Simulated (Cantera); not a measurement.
A closed system holds: 1 mol SiCl4, 0.0049 mol Cl2, 20 mol H2, equilibrated at 8.80 mbar.

Equilibrium computed with Cantera from the NASA thermochemical tables; the gas is ideal and each condensed phase is pure. Candidate condensed phases: Si; 19 gas species. The tables' values for SiCl3 are old estimates; treat these amounts as uncertain. Equilibrium is a limit: real reactors are often held back by kinetics, nucleation or transport. All values below are at 827 °C.

Base state: H2 0.905, HCl 0.0560, SiCl4 0.0227, SiCl2 0.00705, SiHCl3 0.00542, SiCl3 0.00339, SiH2Cl2 0.000155 (mole fractions); condensed: Si(s).

### Question
What changes in the equilibrium state with this change: SiCl4 replaced by SiH2Cl2?

### Answer
```csv
species,before,after
H2,0.905,0.942
HCl,0.0560,0.0431
SiCl4,0.0227,0.00737
SiCl3,0.00339,0.00146
SiHCl3,0.00542,0.00238
SiCl2,0.00705,0.00402
SiH2Cl2,0.000155,9.18e-5
"Si(s), mol",0.173,0.667
```
